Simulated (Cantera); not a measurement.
Cantera run, input and output.

```python
import numpy as np
import cantera as ct

gas = ct.Solution("h2o2.yaml")
gas.TPX = 375, 56000, {'H2': 1, 'O2': 0.238, 'N2': 0.833, 'H2O': 0.021}
flame = ct.FreeFlame(gas, width=0.06)
flame.set_refine_criteria(ratio=3, slope=0.08, curve=0.16)
flame.transport_model = "mixture-averaged"
flame.solve(loglevel=0, auto=True)
z, T = flame.grid, flame.T
thick = (T[-1] - T[0]) / np.gradient(T, z).max()
show = ['H2', 'O2', 'H', 'H2O', 'HO2', 'H2O2']
print(f"laminar burning velocity  {flame.velocity[0] * 100:.3f} cm/s")
print(f"burnt temperature         {T[-1]:.1f} K")
print(f"thermal thickness         {thick * 1e3:.4f} mm")
print(f"grid points               {len(z)}")
z0 = z[flame.heat_release_rate.argmax()]
print(f"{'z/mm':>9s}{'T/K':>9s}{'u/(m/s)':>9s}" + "".join(f"{s:>11s}" for s in show))
rows = []
for k in (-3, -2, -1.5, -1, -0.5, -0.25, 0, 0.25, 0.5, 1, 2, 4, 8):
    zz = z0 + k * thick
    rows.append([k * thick, np.interp(zz, z, T), np.interp(zz, z, flame.velocity),
                 *(np.interp(zz, z, flame.X[gas.species_index(s)]) for s in show)])
    print(f"{rows[-1][0] * 1e3:9.3f}{rows[-1][1]:9.1f}{rows[-1][2]:9.3f}" + "".join(f"{x:11.3e}" for x in rows[-1][3:]))
```

It prints:

```
laminar burning velocity  413.032 cm/s
burnt temperature         2095.7 K
thermal thickness         0.7815 mm
grid points               128
     z/mm      T/K  u/(m/s)         H2         O2          H        H2O        HO2       H2O2
   -2.345    375.0    4.130  4.780e-01  1.138e-01  1.439e-17  1.004e-02  3.001e-14  6.429e-16
   -1.563    375.0    4.130  4.780e-01  1.138e-01  3.677e-15  1.004e-02  1.429e-11  2.854e-13
   -1.172    375.0    4.130  4.780e-01  1.138e-01  5.669e-14  1.004e-02  2.564e-10  5.226e-12
   -0.782    375.0    4.131  4.780e-01  1.138e-01  2.916e-11  1.004e-02  2.518e-08  5.289e-10
   -0.391    391.9    4.295  4.749e-01  1.142e-01  2.322e-05  1.043e-02  1.369e-04  6.771e-06
   -0.195    662.2    7.060  4.420e-01  1.080e-01  6.099e-03  3.115e-02  1.638e-04  4.362e-05
    0.000   1078.1   11.158  3.535e-01  7.720e-02  4.080e-02  1.026e-01  5.474e-05  2.046e-06
    0.195   1357.4   13.947  2.613e-01  2.459e-02  7.902e-02  2.033e-01  1.575e-05  6.568e-07
    0.391   1480.2   15.151  2.326e-01  4.676e-03  8.724e-02  2.427e-01  2.855e-06  3.851e-07
    0.782   1587.8   16.147  2.336e-01  5.770e-04  7.812e-02  2.524e-01  3.402e-07  2.756e-07
    1.563   1697.1   17.123  2.429e-01  3.332e-04  6.319e-02  2.549e-01  1.928e-07  1.843e-07
    3.126   1806.2   18.074  2.526e-01  2.147e-04  4.765e-02  2.576e-01  1.253e-07  1.035e-07
    6.252   1903.0   18.896  2.612e-01  1.170e-04  3.354e-02  2.605e-01  7.336e-08  5.224e-08
```

Model: the H2/O2 subset of GRI-Mech 3.0, which has no nitrogen chemistry, integrated in Cantera. Burning velocities carry a grid error of a few per cent, more on coarse grids.
